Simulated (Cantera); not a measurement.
A perfectly stirred reactor is fed with C₂H₆ : N₂ = 1 : 73 (molar parts), at 540 Pa; it is held at 1850 K, and followed from long to short residence time.

Detailed kinetics in Cantera: GRI-Mech 3.0 (53 species, 325 reactions). GRI-Mech 3.0 stops at C3 and has no aromatics, soot or wall deposition, so with more carbon than oxygen in the feed, carbon stays in small species such as C2H2 where larger ones or solid carbon would form. Radical loss at walls, strong at low pressure, is not modelled.

Question: What does this change do: pressure from 540 Pa to 2670 Pa?

Answer: 
```tsv
quantity	before	after
x(C₂H₆) at τ = 30.0 s	2.16e-7	6.26e-8
x(CH₃) at τ = 30.0 s	5.80e-5	2.71e-5
x(H) at τ = 30.0 s	0.000629	0.000510
x(H₂) at τ = 30.0 s	0.0258	0.0259
x(CH₄) at τ = 30.0 s	0.000118	6.85e-5
x(C₂H₆) at τ = 54.0 ms	0.000107	3.18e-5
x(CH₃) at τ = 54.0 ms	0.00161	0.000707
x(H) at τ = 54.0 ms	0.000909	0.000676
x(H₂) at τ = 54.0 ms	0.0210	0.0233
x(CH₄) at τ = 54.0 ms	0.00168	0.00118
```

Question: What does this change do: pressure from 540 Pa to 15000 Pa?

Answer: 
```csv
quantity,before,after
x(C₂H₆) at τ = 30.0 s,2.16e-7,2.28e-8
x(CH₃) at τ = 30.0 s,5.80e-5,1.52e-5
x(H) at τ = 30.0 s,0.000629,0.000236
x(H₂) at τ = 30.0 s,0.0258,0.0261
x(CH₄) at τ = 30.0 s,0.000118,8.37e-5
x(C₂H₆) at τ = 54.0 ms,0.000107,1.04e-5
x(CH₃) at τ = 54.0 ms,0.00161,0.000316
x(H) at τ = 54.0 ms,0.000909,0.000413
x(H₂) at τ = 54.0 ms,0.0210,0.0243
x(CH₄) at τ = 54.0 ms,0.00168,0.000926
```
